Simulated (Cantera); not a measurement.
**Thermodynamics of oxide etching and cleaning by halides, feed MgO + HBr + N2**

Input: 1 mol MgO, 7.8 mol HBr, 14 mol N2, held at 10.0 mbar.

These are equilibrium values from Cantera (NASA tables, ideal gas, pure condensed phases), not measurements of a reactor. Candidate condensed phases: Br2, H2O, Mg, MgBr2, MgO, Mg(OH)2; 36 gas species. Equilibrium is a limit: real reactors are often held back by kinetics, nucleation or transport.

```json
[
 {"T (°C)": "877", "x N2": "0.641", "x HBr": "0.325", "x Br": "0.00324", "x H2": "0.00177", "x H2O": "0.0145", "x MgBr2": "0.0145", "n MgO(s)": "0.684"},
 {"T (°C)": "927", "x N2": "0.641", "x HBr": "0.315", "x Br": "0.00500", "x H2": "0.00265", "x H2O": "0.0182", "x MgBr2": "0.0182", "n MgO(s)": "0.601"},
 {"T (°C)": "977", "x N2": "0.640", "x HBr": "0.304", "x Br": "0.00740", "x H2": "0.00385", "x H2O": "0.0224", "x MgBr2": "0.0224", "n MgO(s)": "0.510"},
 {"T (°C)": "1027", "x N2": "0.639", "x HBr": "0.292", "x Br": "0.0105", "x H2": "0.00541", "x H2O": "0.0268", "x MgBr2": "0.0268", "n MgO(s)": "0.414"},
 {"T (°C)": "1077", "x N2": "0.638", "x HBr": "0.278", "x Br": "0.0145", "x H2": "0.00740", "x H2O": "0.0312", "x MgBr2": "0.0312", "n MgO(s)": "0.314"},
 {"T (°C)": "1127", "x N2": "0.636", "x HBr": "0.263", "x Br": "0.0194", "x H2": "0.00985", "x H2O": "0.0357", "x MgBr2": "0.0357", "n MgO(s)": "0.214"},
 {"T (°C)": "1177", "x N2": "0.634", "x HBr": "0.248", "x Br": "0.0253", "x H2": "0.0128", "x H2O": "0.0400", "x MgBr2": "0.0400", "n MgO(s)": "0.118"},
 {"T (°C)": "1227", "x N2": "0.632", "x HBr": "0.232", "x Br": "0.0322", "x H2": "0.0162", "x H2O": "0.0439", "x MgBr2": "0.0439", "n MgO(s)": "0.0270"},
 {"T (°C)": "1277", "x N2": "0.629", "x HBr": "0.220", "x Br": "0.0406", "x H2": "0.0204", "x H2O": "0.0449", "x MgBr2": "0.0449", "n MgO(s)": "0"},
 {"T (°C)": "1327", "x N2": "0.626", "x HBr": "0.209", "x Br": "0.0504", "x H2": "0.0252", "x H2O": "0.0447", "x MgBr2": "0.0447", "n MgO(s)": "0"},
 {"T (°C)": "1377", "x N2": "0.622", "x HBr": "0.197", "x Br": "0.0612", "x H2": "0.0306", "x H2O": "0.0445", "x MgBr2": "0.0444", "n MgO(s)": "0"},
 {"T (°C)": "1427", "x N2": "0.619", "x HBr": "0.183", "x Br": "0.0730", "x H2": "0.0364", "x H2O": "0.0442", "x MgBr2": "0.0440", "n MgO(s)": "0"},
 {"T (°C)": "1477", "x N2": "0.615", "x HBr": "0.169", "x Br": "0.0854", "x H2": "0.0424", "x H2O": "0.0439", "x MgBr2": "0.0436", "n MgO(s)": "0"},
 {"T (°C)": "1527", "x N2": "0.610", "x HBr": "0.155", "x Br": "0.0982", "x H2": "0.0485", "x H2O": "0.0435", "x MgBr2": "0.0431", "n MgO(s)": "0"}
]
```
x: gas mole fraction; n: condensed amount in mol.

From 877 °C to 1227 °C the condensed part is MgO(s). From 1277 °C to 1527 °C nothing is condensed. The main Mg-bearing gas is MgBr2 throughout.
